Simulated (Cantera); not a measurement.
**Thermodynamics of thermal oxidation and active oxidation of silicon, feed Si + N₂O + H₂**

Feed: 1 mol Si, 0.031 mol N₂O, 6.7 mol H₂, equilibrated at 133 Pa.

Cantera equilibrium calculation (NASA polynomials, part measured and part estimated; ideal gas, pure solids and liquids). Candidate condensed phases: H₂O, Si, SiO₂, Si₂N₂O, Si₃N₄; 35 gas species. Mutual solubility and eutectic melting of coexisting phases are not modelled. The tables' values for SiN are old estimates; treat these amounts as uncertain. Gases not in the tables: Si₂H₆ and higher silanes. Equilibrium is a limit: real reactors are often held back by kinetics, nucleation or transport.

```
T (K)   x H₂      x Si       x H     x SiO      x N₂     x SiH     x Si₂     x Si₃  n Si(s)  n Si₂N₂O(s)  n Si(l)
-----  -----  --------  --------  --------  --------  --------  --------  --------  -------  -----------  -------
1148   1.000  1.37e-10   1.96e-6   1.83e-7   1.83e-7  1.06e-10    <1e-12    <1e-12    0.938       0.0310        0
1223   1.000   2.41e-9   8.23e-6   2.64e-6   2.64e-6   1.14e-9    <1e-12    <1e-12    0.938       0.0310        0
1298   1.000   3.05e-8   2.93e-5   2.78e-5   2.78e-5   9.34e-9  7.31e-12    <1e-12    0.938       0.0308        0
1373   0.999   2.91e-7   9.12e-5  0.000226  0.000226   6.04e-8  1.38e-10  1.87e-11    0.940       0.0295        0
1448   0.997   2.19e-6  0.000252   0.00147   0.00147   3.20e-7   1.91e-9  3.10e-10    0.948       0.0211        0
1523   0.990   1.35e-5  0.000630   0.00458   0.00458   1.44e-6   2.03e-8   3.86e-9    0.969            0        0
1598   0.989   7.01e-5   0.00145   0.00458   0.00458   5.59e-6   1.73e-7   3.76e-8    0.968            0        0
1673   0.987  0.000313   0.00310   0.00458   0.00458   1.92e-5   1.21e-6   2.98e-7    0.967            0        0
1748   0.983   0.00109   0.00621   0.00457   0.00456   5.26e-5   5.61e-6   1.37e-6        0            0    0.961
1823   0.976   0.00332    0.0117   0.00454   0.00454  0.000128   2.15e-5   5.04e-6        0            0    0.945
1898   0.960   0.00921    0.0210   0.00449   0.00448  0.000288   7.36e-5   1.66e-5        0            0    0.901
1973   0.931    0.0237    0.0357   0.00439   0.00437  0.000603  0.000230   4.99e-5        0            0    0.792
2048   0.875    0.0567    0.0574   0.00419   0.00415   0.00118  0.000658  0.000138        0            0    0.526
2123   0.787     0.114    0.0872   0.00385   0.00380   0.00192   0.00141  0.000255        0            0        0
```
x: gas mole fraction; n: condensed amount in mol.

From 1148 K to 1448 K the condensed part is Si(s) + Si₂N₂O(s). From 1523 K to 1673 K the condensed part is Si(s). From 1748 K to 2048 K the condensed part is Si(l). At 2123 K nothing is condensed. The main Si-bearing gas is SiO at 1148 K and Si at 2123 K.
